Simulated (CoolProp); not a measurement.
Computed with CoolProp (reference Helmholtz-energy equation of state, Lemmon 2006). It is a short technical equation, of lower accuracy than the large ones.

Problem. Give the vapour pressure (bar), vapour density (kg/m³), enthalpy of vaporisation (kJ/kg), liquid cp (kJ/(kg K)) of saturated C3F8 (R218) at 264.6, 299.3 K.

Solution. 
```csv
T (K),p (bar),vapour density (kg/m³),enthalpy of vaporisation (kJ/kg),liquid cp (kJ/(kg K))
264.6,3.11,30.0,93.8,1.05
299.3,8.95,88.7,75.3,1.18
```
